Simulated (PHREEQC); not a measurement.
Model water analysis in mg/L, 19 °C, pH 6.5, pe 12.9: Na 4.32; K 1.58; Ca 1.72; Mg 0.391; Cl 6.69; S(6) as SO4 2.38; Alkalinity as HCO3 7.09; Zn 0.00395; Sr 0.00587.

Na is adjusted to close the charge balance.
Valence states are taken as typed.

All values are PHREEQC results (ion-association model, phreeqc.dat), not measurements.

* **ionic strength**: 0.000438 mol/kgw

| species | molality | activity | log γ |
|---|---|---|---|
| Na+ | 0.000196 | 0.000191 | -0.010 |
| Cl- | 0.000189 | 0.000184 | -0.010 |
| HCO3- | 0.000116 | 0.000114 | -0.010 |
| CO2 | 8.80e-5 | 8.80e-5 | 0.000 |
| Ca+2 | 4.27e-5 | 3.89e-5 | -0.041 |
| K+ | 4.04e-5 | 3.94e-5 | -0.010 |
| SO4-2 | 2.45e-5 | 2.23e-5 | -0.041 |
| Mg+2 | 1.60e-5 | 1.46e-5 | -0.041 |
| H+ | 3.24e-7 | 3.16e-7 | -0.010 |
| CaSO4 | 1.47e-7 | 1.47e-7 | 0.000 |

This is a speciation only: nothing precipitates in the calculation.
